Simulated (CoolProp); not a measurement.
Vapour-liquid equilibrium of R125 (1) + n-butane (2) at 0.866 MPa; x and y are mole fractions of (1).

Computed with CoolProp (multi-fluid Helmholtz-energy mixture model, Lemmon 2005 and Bücker 2006; pair parameters Bell 2016).

```tsv
x	bubble temperature (K)	y at the bubble point	dew temperature at overall composition x (K)	liquid density (mol/L)
0.05	329.0	0.321	343.6	9.160
0.15	307.5	0.626	338.5	9.602
0.25	297.2	0.736	333.1	9.807
0.35	292.1	0.786	___	9.907
0.45	289.3	0.813	___	___
0.55	287.4	0.834	313.6	10.01
0.65	285.9	0.853	___	___
0.75	___	0.877	295.9	10.18
0.85	___	0.911	286.1	10.34
0.95	281.9	0.962	282.1	___
```

**Question.** Fill in the missing entries.

**Answer.** 
- 0.35, dew temperature at overall composition x (K): 327.2
- 0.45, dew temperature at overall composition x (K): 320.8
- 0.45, liquid density (mol/L): 9.964
- 0.65, dew temperature at overall composition x (K): 305.4
- 0.65, liquid density (mol/L): 10.08
- 0.75, bubble temperature (K): 284.5
- 0.85, bubble temperature (K): 283.1
- 0.95, liquid density (mol/L): 10.54

No azeotrope shows between x = 0.05 and 0.95.

The pair parameters rest on a limited set of measurements; away from them the model extrapolates. With so large a gap from Raoult's law the liquid may split in two, which this calculation doesn't test in full.
